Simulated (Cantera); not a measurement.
Input: 1 mol V₂O₃, 25 mol H₂, a varied amount of H₂O, at 0.000440 bar.

Method: chemical equilibrium by Gibbs-energy minimisation in Cantera with the NASA 1993 tables (ideal gas, pure condensed phases). Candidate condensed phases: H₂O, V, VO, V₂O₃, V₂O₄, V₂O₅; 12 gas species. Mutual solubility and eutectic melting of coexisting phases are not modelled. VO: taken at fixed stoichiometry. Condensed phases not in the tables: the oxides between V₂O₃ and V₂O₅ other than VO₂. Equilibrium is a limit: real reactors are often held back by kinetics, nucleation or transport.

Stable condensed phases, one row left out:

```
T in K \ n(H₂O) in mol
         0.047 0.081  0.14  0.25  0.43  0.76   1.3   2.3
   2050      A     A     A     A     A     A     A     B
   1900      C     C     C     C     C     D     D     D
   1750      C     C     C     C     D     D     D     D
   1450      C     D     D     D     D     D     D     D
   1300      D     D     D     D     D     D     D     D
   1150      D     D     D     D     D     D     D     D
   1000      D     D     D     D     D     D     D     D
    850      D     D     D     D     D     D     D     D
    700      D     D     D     D     D     D     D     D
```

A: VO; B: gas only; C: VO + V₂O₃; D: V₂O₃.

**Question.** Give the row for 1600 K.

**Answer.** 0.047: VO + V₂O₃; 0.081: VO + V₂O₃; 0.14: VO + V₂O₃; 0.25: V₂O₃; 0.43: V₂O₃; 0.76: V₂O₃; 1.3: V₂O₃; 2.3: V₂O₃.
